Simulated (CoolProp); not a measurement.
n-pentane at 298.15 K and 0.0153 MPa is compressed adiabatically to 0.0244 MPa with isentropic efficiency 0.8. Each further row changes one setting.

The numbers come from the reference Helmholtz-energy equation of state, Thol 2019 in CoolProp.

```tsv
case	work (kJ/kg)	final temperature (K)	final density (kg/m³)
as stated	20.2	310.3	0.689
efficiency 1	16.2	308.0	0.695
efficiency 0.65	24.9	313.0	0.683
```
